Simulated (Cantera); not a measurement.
A closed system holds: 1 mol Si, 0.86 mol Cl₂, 3.2 mol H₂, held at 0.330 bar.

Points: T (K) = 575, 675, 775, 875, 975, 1075, 1175, 1275, 1375, 1475, 1575, 1675.

Cantera's Mixture.equilibrate('TP', solver="vcs", rtol=1e-11, max_steps=5000) on the NASA tables stopped like this:

```
= 3.724 mol
   x: H2 8.071e-01  HCL 7.710e-02  SiCL4 5.783e-02  SiHCL3 2.444e-02  SiCL2 1.909e-02  SiCL3 1.303e-02  SiH2CL2 1.431e-03  SiH3CL 2.341e-05
   condensed (mol): Si(cr) 0.5686
T = 1375 K  P = 33000 Pa  gas = 3.817 mol
   x: H2 7.746e-01  HCL 1.086e-01  SiCL2 4.385e-02  SiCL4 3.654e-02  SiCL3 1.867e-02  SiHCL3 1.663e-02  SiH2CL2 1.121e-03  SiH3CL 2.163e-05
   condensed (mol): Si(cr) 0.554
T = 1475 K  P = 33000 Pa  gas = 3.916 mol
   x: H2 7.453e-01  HCL 1.332e-01  SiCL2 7.492e-02  SiCL3 1.948e-02  SiCL4 1.723e-02  SiHCL3 9.124e-03  SiH2CL2 7.585e-04  H 1.949e-05  SiH3CL 1.842e-05
   condensed (mol): Si(cr) 0.5241
ERROR: FAILURE its = 5001!

*******************************************************************************
CanteraError thrown by MultiPhase::equilibrate:
VCS solver failed. Return code: -1
*******************************************************************************
```

What got this run through?

One answer among several that fit: The failure is numerical, not chemical. The same input converged with solver="gibbs", rtol=1e-10, max_steps=50000, and the result passed a check of the equilibrium conditions:
```
T = 575 K  P = 33000 Pa  gas = 3.588 mol
   x: H2 8.685e-01  SiCL4 8.591e-02  SiHCL3 4.452e-02  SiH2CL2 1.065e-03  HCL 2.490e-05
   condensed (mol): Si(cr) 0.5282
T = 675 K  P = 33000 Pa  gas = 3.59 mol
   x: H2 8.687e-01  SiCL4 8.711e-02  SiHCL3 4.263e-02  SiH2CL2 1.292e-03  HCL 2.328e-04
   condensed (mol): Si(cr) 0.5296
T = 775 K  P = 33000 Pa  gas = 3.592 mol
   x: H2 8.684e-01  SiCL4 8.800e-02  SiHCL3 4.088e-02  SiH2CL2 1.464e-03  HCL 1.210e-03  SiCL3 3.141e-05  SiH3CL 1.190e-05
   condensed (mol): Si(cr) 0.5317
T = 875 K  P = 33000 Pa  gas = 3.596 mol
   x: H2 8.666e-01  SiCL4 8.818e-02  SiHCL3 3.915e-02  HCL 4.271e-03  SiH2CL2 1.589e-03  SiCL3 2.022e-04  SiCL2 2.682e-05  SiH3CL 1.554e-05
   condensed (mol): Si(cr) 0.5355
T = 975 K  P = 33000 Pa  gas = 3.605 mol
   x: H2 8.616e-01  SiCL4 8.689e-02  SiHCL3 3.719e-02  HCL 1.151e-02  SiH2CL2 1.667e-03  SiCL3 8.725e-04  SiCL2 2.481e-04  SiH3CL 1.888e-05
   condensed (mol): Si(cr) 0.5426
T = 1075 K  P = 33000 Pa  gas = 3.624 mol
   x: H2 8.514e-01  SiCL4 8.276e-02  SiHCL3 3.453e-02  HCL 2.536e-02  SiCL3 2.776e-03  SiH2CL2 1.685e-03  SiCL2 1.475e-03  SiH3CL 2.161e-05
   condensed (mol): Si(cr) 0.5534
T = 1175 K  P = 33000 Pa  gas = 3.66 mol
   x: H2 8.336e-01  SiCL4 7.371e-02  HCL 4.752e-02  SiHCL3 3.049e-02  SiCL3 6.827e-03  SiCL2 6.179e-03  SiH2CL2 1.617e-03  SiH3CL 2.330e-05
   condensed (mol): Si(cr) 0.565
T = 1275 K  P = 33000 Pa  gas = 3.724 mol
   x: H2 8.071e-01  HCL 7.710e-02  SiCL4 5.783e-02  SiHCL3 2.444e-02  SiCL2 1.909e-02  SiCL3 1.303e-02  SiH2CL2 1.431e-03  SiH3CL 2.341e-05
   condensed (mol): Si(cr) 0.5686
T = 1375 K  P = 33000 Pa  gas = 3.817 mol
   x: H2 7.746e-01  HCL 1.086e-01  SiCL2 4.385e-02  SiCL4 3.654e-02  SiCL3 1.867e-02  SiHCL3 1.663e-02  SiH2CL2 1.121e-03  SiH3CL 2.163e-05
   condensed (mol): Si(cr) 0.554
T = 1475 K  P = 33000 Pa  gas = 3.916 mol
   x: H2 7.453e-01  HCL 1.332e-01  SiCL2 7.492e-02  SiCL3 1.948e-02  SiCL4 1.723e-02  SiHCL3 9.124e-03  SiH2CL2 7.585e-04  H 1.949e-05  SiH3CL 1.842e-05
   condensed (mol): Si(cr) 0.5241
T = 1575 K  P = 33000 Pa  gas = 3.986 mol
   x: H2 7.271e-01  HCL 1.464e-01  SiCL2 9.994e-02  SiCL3 1.552e-02  SiCL4 6.307e-03  SiHCL3 4.179e-03  SiH2CL2 4.571e-04  H 6.169e-05  SiH3CL 1.488e-05
   condensed (mol): Si(cr) 0.4961
T = 1675 K  P = 33000 Pa  gas = 4.022 mol
   x: H2 7.187e-01  HCL 1.513e-01  SiCL2 1.149e-01  SiCL3 1.075e-02  SiCL4 2.090e-03  SiHCL3 1.791e-03  SiH2CL2 2.650e-04  H 1.713e-04  CL 2.816e-05  SiCL 2.587e-05  SiH3CL 1.185e-05
   condensed (mol): Si(cr) 0.4778
```

The gas is ideal and each condensed phase is pure. The tables' values for SiCl3, SiCl are old estimates; treat these amounts as uncertain.
